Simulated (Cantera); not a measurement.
What does this Cantera script print?

```python
import numpy as np
import cantera as ct

gas_names = """
    B BH BH2 BH3 BO BO2 B2 B2O B2O2 B2O3 B3O3H3 H HBO HBO2 HO2 H2 H2O H2O2 H3B3O6 O OH O2 O3
""".split()
cond_names = """
    B(b) B(L) B2O3(L) B3O3H3(cr) H2O(s) H2O(L)
""".split()


# ... load() reads the species with a 1 bar reference pressure and builds the phases ...
atoms = {
    'B': {'B': 1},
    'H2O': {'H': 2, 'O': 1},
    'H2': {'H': 2},
}
top_T = {}  # K; cautious upper limits of use, not melting points


# ... equilibrate(T, P, feed) seeds the gas with the atoms and calls Mixture.equilibrate('TP', solver="vcs", rtol=1e-11, max_steps=5000) ...
results = []
feed = {'B': 1, 'H2O': 0.3, 'H2': 89}  # mol
P = 150  # Pa
for T in [1300, 1375, 1450, 1525, 1600, 1675, 1750, 1825, 1900, 1975, 2050]:
    mix = equilibrate(T, P, feed)
    results.append((T, P, feed, dict(zip(mix.species_names, mix.species_moles))))

top = {s: max(r[3][s] / sum(r[3][g] for g in gas_names) for r in results) for s in gas_names}
cols = sorted((s for s in top if top[s] > 0.001), key=lambda s: -top[s])[:6]
seen = [c for c in cond_names if any(r[3].get(c, 0) > 1e-12 for r in results)]
print("log10 of partial pressures in bar; condensed amounts in mol")
print(f"{'T/K':>10s}" + "".join(f"{s[:9]:>10s}" for s in cols + seen))
for T, P, feed, n in results:
    ng = sum(n[g] for g in gas_names)
    print(f"{T:10.4g}" + "".join(f"{np.log10(max(n[s] / ng * P / 1e5, 1e-99)):10.3f}" for s in cols)
          + "".join(f"{n.get(c, 0):10.4g}" for c in seen))
```

It prints:

```
log10 of partial pressures in bar; condensed amounts in mol
       T/K        H2         H       HBO        BO      B(b)
      1300    -2.825    -7.369    -5.348    -8.335    0.7023
      1375    -2.825    -6.878    -5.332    -7.883    0.7008
      1450    -2.825    -6.437    -5.326    -7.489       0.7
      1525    -2.826    -6.039    -5.324    -7.137    0.6991
      1600    -2.826    -5.678    -5.328    -6.824    0.6978
      1675    -2.827    -5.348    -5.338    -6.545    0.6955
      1750    -2.828    -5.047    -5.357    -6.301    0.6917
      1825    -2.830    -4.771    -5.388    -6.090    0.6854
      1900    -2.834    -4.518    -5.434    -5.913     0.675
      1975    -2.841    -4.284    -5.498    -5.769    0.6572
      2050    -2.851    -4.070    -5.581    -5.658    0.6243
```

Cantera equilibrium calculation (NASA polynomials, part measured and part estimated; ideal gas, pure solids and liquids). The tables' values for BH2 are old estimates; treat these amounts as uncertain.
